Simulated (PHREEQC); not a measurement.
Dissolve 0.0038 mol/kgw Cu(NO3)2, 0.00071 mol/kgw HBF4 and 0.087 mol/kgw NaCl at 25 °C. Closed to the air; pH follows from the charge balance.

The numbers come from PHREEQC with the ion-association model, wateq4f.dat.

| quantity | before | after |
|---|---|---|
| pH | 2.98 | 2.22 |
| Cu+2 (mol/kgw) | 0.00344 | 0.00347 |
| HF (mol/kgw) | 0.00126 | 0.00203 |
| F- (mol/kgw) | 0.00108 | 0.000303 |
| CuCl+ (mol/kgw) | 0.000321 | 0.000317 |
| BF4- (mol/kgw) | 7.92e-5 | 9.63e-5 |
| SI of Halite (NaCl) | -3.93 | -3.93 |
| SI of CuF2:2H2O (CuF2:2H2O) | -4.48 | -5.59 |

**Question.** Which change was made?
(A) Cu(NO3)2 from 0.0038 to 0.019 mol/kgw
(B) 0.0069 mol/kgw HBr added
(C) Cu(NO3)2 from 0.0038 to 0.00342 mol/kgw
(D) NaCl from 0.087 to 0.0087 mol/kgw

**Answer.** B, 0.0069 mol/kgw HBr added

This is a speciation only: nothing precipitates in the calculation. Real BF4- forms and hydrolyses slowly; the run takes it at equilibrium.
